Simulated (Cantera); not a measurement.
An adiabatic, constant-volume homogeneous reactor starts with CH₄ : CO : O₂ : N₂ : H₂O = 1 : 0.24 : 1.51 : 5.69 : 0.91 (molar parts), equivalence ratio 1.4, at 1175 K and 13.0 bar. Integrator tolerance rtol = 1e-08.

Cantera simulation using GRI-Mech 3.0 (53 species, 325 reactions); the numbers are that mechanism's predictions, not measurements. The pressure lies above the range GRI-Mech 3.0 was tuned for (to about 10 atm).

What does this change do: N2 5.69 to 9.6 parts?


```tsv
quantity	before	after
time of steepest temperature rise	8.36 ms	12.8 ms
temperature at 0.400 s	2809 K	2465 K
equilibrium temperature	2809 K	2465 K
x(CH₄) at 0.400 s	4.69e-11 (gas-phase equilibrium 5.32e-11)	4.68e-11 (gas-phase equilibrium 5.22e-11)
x(CO) at 0.400 s	0.0750 (gas-phase equilibrium 0.0750)	0.0513 (gas-phase equilibrium 0.0513)
x(O₂) at 0.400 s	0.000345 (gas-phase equilibrium 0.000345)	1.91e-5 (gas-phase equilibrium 1.91e-5)
x(CH₂) at 0.400 s	6.16e-12 (gas-phase equilibrium 6.70e-12)	<1e-12 (gas-phase equilibrium <1e-12)
x(H) at 0.400 s	0.00336 (gas-phase equilibrium 0.00336)	0.000790 (gas-phase equilibrium 0.000790)
```

What does this change do: initial temperature 1175 to 1650 K?


```json
[
 {"quantity": "time of steepest temperature rise", "before": "8.36 ms", "after": "51.5 µs"},
 {"quantity": "temperature at 0.400 s", "before": "2809 K", "after": "3065 K"},
 {"quantity": "equilibrium temperature", "before": "2809 K", "after": "3065 K"},
 {"quantity": "x(CH₄) at 0.400 s", "before": "4.69e-11 (gas-phase equilibrium 5.32e-11)", "after": "1.82e-11 (gas-phase equilibrium 2.12e-11)"},
 {"quantity": "x(CO) at 0.400 s", "before": "0.0750 (gas-phase equilibrium 0.0750)", "after": "0.0797 (gas-phase equilibrium 0.0797)"},
 {"quantity": "x(O₂) at 0.400 s", "before": "0.000345 (gas-phase equilibrium 0.000345)", "after": "0.00211 (gas-phase equilibrium 0.00211)"},
 {"quantity": "x(CH₂) at 0.400 s", "before": "6.16e-12 (gas-phase equilibrium 6.70e-12)", "after": "1.51e-11 (gas-phase equilibrium 1.62e-11)"},
 {"quantity": "x(H) at 0.400 s", "before": "0.00336 (gas-phase equilibrium 0.00336)", "after": "0.00885 (gas-phase equilibrium 0.00885)"}
]
```
Above 3000 K some thermodynamic fits are extrapolated.
